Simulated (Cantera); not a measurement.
## Reactions in the system C-O-Ta

Standard-state values (1 bar) from the NASA 1993 polynomials, evaluated with Cantera. Values are per mole of reaction as written; species without (g) are pure solids or liquids, kept so even where they would boil at 1 bar. TaC: taken at fixed stoichiometry.

TaO2(g) + 2 TaC → 3 Ta + 2 CO(g)

```
T (K)  ΔH° (kJ)  ΔS° (J/K)  ΔG° (kJ)  log10 K
-----  --------  ---------  --------  -------
825       267.7      156.2     138.9    -8.79
925       267.0      155.4     123.3    -6.96
1025      266.3      154.6     107.8    -5.49
1125      265.5      153.9      92.4    -4.29
1225      264.7      153.2      77.0    -3.28
1325      263.8      152.5      61.7    -2.43
1425      262.9      151.9      46.5    -1.70
```

3 CO(g) + 3 Ta → O3(g) + 3 TaC

```csv
T (K),ΔH° (kJ),ΔS° (J/K),ΔG° (kJ),log10 K
825,47.8,-341.4,329.5,-20.86
925,50.2,-338.7,363.5,-20.53
1025,52.7,-336.1,397.2,-20.24
1125,55.3,-333.7,430.7,-20.00
1225,57.9,-331.5,464.0,-19.78
1325,60.7,-329.3,497.0,-19.59
1425,63.5,-327.2,529.8,-19.42
```
